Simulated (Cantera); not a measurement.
Gas mixture: N2 : O2 = 0.59 : 0.82 (molar parts), at 20.0 Torr, frozen composition.

Cantera's kinetic-theory transport with the Lennard-Jones parameters of GRI-Mech 3.0, ideal gas; thermal conductivity in the multicomponent form.

D: mixture-averaged diffusion coefficient of that species in the mixture.

```json
[
 {"T (K)": "400", "ρ (kg/m³)": "0.0243", "cp (J/kg/K)": "982.0", "μ (µPa s)": "24.3", "λ (mW/m/K)": "33.5", "Pr": "0.712", "D (cm²/s) H2": "49.3", "D (cm²/s) OH": "20.1", "D (cm²/s) NH3": "14.6"},
 {"T (K)": "550", "ρ (kg/m³)": "0.0177", "cp (J/kg/K)": "1017", "μ (µPa s)": "30.3", "λ (mW/m/K)": "43.5", "Pr": "0.710", "D (cm²/s) H2": "84.1", "D (cm²/s) OH": "34.6", "D (cm²/s) NH3": "26.3"},
 {"T (K)": "700", "ρ (kg/m³)": "0.0139", "cp (J/kg/K)": "1056", "μ (µPa s)": "(withheld)", "λ (mW/m/K)": "(withheld)", "Pr": "0.709", "D (cm²/s) H2": "(withheld)", "D (cm²/s) OH": "(withheld)", "D (cm²/s) NH3": "(withheld)"},
 {"T (K)": "850", "ρ (kg/m³)": "0.0114", "cp (J/kg/K)": "1091", "μ (µPa s)": "40.7", "λ (mW/m/K)": "62.6", "Pr": "0.709", "D (cm²/s) H2": "174", "D (cm²/s) OH": "71.8", "D (cm²/s) NH3": "56.9"},
 {"T (K)": "1000", "ρ (kg/m³)": "0.00973", "cp (J/kg/K)": "1121", "μ (µPa s)": "(withheld)", "λ (mW/m/K)": "(withheld)", "Pr": "0.709", "D (cm²/s) H2": "(withheld)", "D (cm²/s) OH": "(withheld)", "D (cm²/s) NH3": "(withheld)"},
 {"T (K)": "1150", "ρ (kg/m³)": "0.00846", "cp (J/kg/K)": "1142", "μ (µPa s)": "49.6", "λ (mW/m/K)": "79.9", "Pr": "0.708", "D (cm²/s) H2": "287", "D (cm²/s) OH": "119", "D (cm²/s) NH3": "95.8"},
 {"T (K)": "1300", "ρ (kg/m³)": "0.00748", "cp (J/kg/K)": "1161", "μ (µPa s)": "53.7", "λ (mW/m/K)": "88.0", "Pr": "0.708", "D (cm²/s) H2": "351", "D (cm²/s) OH": "146", "D (cm²/s) NH3": "118"}
]
```

Q: Complete the blanks.

A: 
- 700, μ (µPa s): 35.7
- 700, λ (mW/m/K): 53.2
- 700, D (cm²/s) H2: 126
- 700, D (cm²/s) OH: 51.9
- 700, D (cm²/s) NH3: 40.4
- 1000, μ (µPa s): 45.2
- 1000, λ (mW/m/K): 71.5
- 1000, D (cm²/s) H2: 227
- 1000, D (cm²/s) OH: 94.1
- 1000, D (cm²/s) NH3: 75.4
